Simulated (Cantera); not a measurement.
What does this Cantera script print?

```python
import numpy as np
import cantera as ct

gas_names = """
    H HO2 H2 H2O H2O2 O OH O2 O3 Zr ZrO ZrO2
""".split()
cond_names = """
    H2O(s) H2O(L) Zr(a) Zr(b) Zr(L) ZrO2(a) ZrO2(b) ZrO2(L)
""".split()


def load(file, names, dense=False):
    # The tables refer to 1 bar. Condensed volumes are neglected.
    table = {s.name: s for s in ct.Species.list_from_file(file)}
    out = []
    for n in names:
        d = dict(table[n].input_data)
        d["thermo"] = dict(d["thermo"], **{"reference-pressure": 1e5})
        if dense:
            d["equation-of-state"] = {"model": "constant-volume", "density": "1e6 g/cm^3"}
        out.append(ct.Species.from_dict(d))
    return out


gas = ct.Solution(thermo="ideal-gas", species=load("nasa_gas.yaml", gas_names))
cond = {s.name: ct.Solution(thermo="fixed-stoichiometry", species=[s], name=s.name)
        for s in load("nasa_condensed.yaml", cond_names, dense=True)}
atoms = {
    'ZrO2': {'Zr': 1, 'O': 2},
    'H2': {'H': 2},
}
top_T = {}  # K; cautious upper limits of use, not melting points


def equilibrate(T, P, feed):
    n = {}
    for name, mol in feed.items():
        for a, k in atoms[name].items():
            n[a] = n.get(a, 0.0) + k * mol
    gas.TPX = T, P, n
    mass = sum(n.values()) * gas.mean_molecular_weight
    gas.equilibrate("TP")
    valid = [c for c in cond.values() if c.min_temp <= T <= top_T.get(c.name, c.max_temp)]
    mix = ct.Mixture([(gas, mass / gas.mean_molecular_weight)] + [(c, 0.0) for c in valid])
    mix.T, mix.P = T, P
    mix.equilibrate("TP", solver="vcs", rtol=1e-11, max_steps=5000)
    return mix


results = []
T = 2025  # K
P = 101325  # Pa
for m in [9.6, 15, 23, 35, 53, 81, 120, 190, 290]:
    feed = {'ZrO2': 1, 'H2': m}  # mol
    mix = equilibrate(T, P, feed)
    results.append((T, P, feed, dict(zip(mix.species_names, mix.species_moles))))
    x = sorted(zip(gas.X, gas.species_names), reverse=True)
    print(f"T = {T:g} K  P = {P:g} Pa  n(H2) = {m:g} mol  gas = {mix.phase_moles(0):.4g} mol")
    print("   x: " + "  ".join(f"{s} {v:.3e}" for v, s in x if v > 0.0001))
    print("   condensed (mol): " + ("  ".join(f"{mix.phase(i).name} {mix.phase_moles(i):.4g}"
          for i in range(1, mix.n_phases) if mix.phase_moles(i) > 1e-12) or "none"))
```

Result:

```
T = 2025 K  P = 101325 Pa  n(H2) = 9.6 mol  gas = 9.609 mol
   x: H2 9.981e-01  H 1.910e-03
   condensed (mol): Zr(b) 5.925e-06  ZrO2(b) 1
T = 2025 K  P = 101325 Pa  n(H2) = 15 mol  gas = 15.01 mol
   x: H2 9.981e-01  H 1.910e-03
   condensed (mol): Zr(b) 9.258e-06  ZrO2(b) 1
T = 2025 K  P = 101325 Pa  n(H2) = 23 mol  gas = 23.02 mol
   x: H2 9.981e-01  H 1.910e-03
   condensed (mol): Zr(b) 1.42e-05  ZrO2(b) 1
T = 2025 K  P = 101325 Pa  n(H2) = 35 mol  gas = 35.03 mol
   x: H2 9.981e-01  H 1.910e-03
   condensed (mol): Zr(b) 2.16e-05  ZrO2(b) 1
T = 2025 K  P = 101325 Pa  n(H2) = 53 mol  gas = 53.05 mol
   x: H2 9.981e-01  H 1.910e-03
   condensed (mol): Zr(b) 3.271e-05  ZrO2(b) 1
T = 2025 K  P = 101325 Pa  n(H2) = 81 mol  gas = 81.08 mol
   x: H2 9.981e-01  H 1.910e-03
   condensed (mol): Zr(b) 4.999e-05  ZrO2(b) 0.9999
T = 2025 K  P = 101325 Pa  n(H2) = 120 mol  gas = 120.1 mol
   x: H2 9.981e-01  H 1.910e-03
   condensed (mol): Zr(b) 7.406e-05  ZrO2(b) 0.9999
T = 2025 K  P = 101325 Pa  n(H2) = 190 mol  gas = 190.2 mol
   x: H2 9.981e-01  H 1.910e-03
   condensed (mol): Zr(b) 0.0001173  ZrO2(b) 0.9999
T = 2025 K  P = 101325 Pa  n(H2) = 290 mol  gas = 290.3 mol
   x: H2 9.981e-01  H 1.910e-03
   condensed (mol): Zr(b) 0.000179  ZrO2(b) 0.9998
```

Equilibrium computed with Cantera from the NASA thermochemical tables; the gas is ideal and each condensed phase is pure. Mutual solubility and eutectic melting of coexisting phases are not modelled. Condensed phases not in the tables: N, O or C dissolved in the metal.
